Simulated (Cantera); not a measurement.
Input: 1 mol Ta2O5, 0.8 mol CH4, 0.12 mol H2.

These are equilibrium values from Cantera (NASA tables, ideal gas, pure condensed phases), not measurements of a reactor. Candidate condensed phases: C, C6H6, C7H8, C8H18, H2O, Ta, TaC, Ta2O5; 113 gas species. Mutual solubility and eutectic melting of coexisting phases are not modelled. TaC: taken at fixed stoichiometry. Condensed phases not in the tables: Ta2C, N, O or C dissolved in the metal. Kinetics and transport are ignored.

Stable condensed phases, one row left out:

```
T in K \ P in Pa
              10      32     100     320    1000    3200   10000   32000  100000  320000 1000000
   2648        A       A       A       B       B       C       C       C       C       C       D
   2548        A       A       B       B       C       C       C       C       C       D       D
   2348        B       B       C       C       C       C       C       C       D       D       D
   2248        B       C       C       C       C       C       C       D       D       D       D
   2148        C       C       C       C       C       C       D       D       D       D       D
   2048        C       C       C       C       C       D       D       D       D       D       D
   1948        C       C       C       C       D       D       D       D       D       D       D
   1848        C       C       C       D       D       D       D       D       D       D       D
   1748        C       E       D       D       D       D       D       D       D       D       D
```

A: gas only; B: Ta2O5; C: Ta + Ta2O5; D: TaC + Ta2O5; E: Ta + TaC + Ta2O5.

Q: Give the row for 2448 K.

A: 10: gas only; 32: Ta2O5; 100: Ta2O5; 320: Ta + Ta2O5; 1000: Ta + Ta2O5; 3200: Ta + Ta2O5; 10000: Ta + Ta2O5; 32000: Ta + Ta2O5; 100000: Ta + TaC + Ta2O5; 320000: TaC + Ta2O5; 1000000: TaC + Ta2O5.
